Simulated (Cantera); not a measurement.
**Thermal oxidation and active oxidation of silicon: Si + CO2 + H2**

Charge: 1 mol Si, a varied amount of CO2, 30 mol H2, held at 2000 °C and 0.0133 bar.

Cantera equilibrium calculation (NASA polynomials, part measured and part estimated; ideal gas, pure solids and liquids). Candidate condensed phases: C, C6H6, C7H8, C8H18, H2O, Si, SiC, SiO2; 123 gas species. Gases not in the tables: Si2H6 and higher silanes. The numbers say what is thermodynamically allowed, not how fast it happens.

```csv
n(CO2) (mol),x H2,x H,x CO,x SiO,x Si
0.079,0.898,0.0690,0.00213,0.00279,0.0259
0.27,0.893,0.0687,0.00813,0.00856,0.0206
0.46,0.887,0.0685,0.0140,0.0142,0.0154
0.65,0.881,0.0683,0.0198,0.0199,0.0101
0.85,0.876,0.0681,0.0258,0.0258,0.00432
1,0.872,0.0679,0.0302,0.0301,8.33e-5
1.2,0.861,0.0675,0.0360,0.0300,1.19e-6
```
x: gas mole fraction; nothing condenses.

From 0.079 mol CO2 to 1.2 mol CO2 nothing is condensed. The main Si-bearing gas is Si at 0.079 mol CO2 and SiO at 1.2 mol CO2.
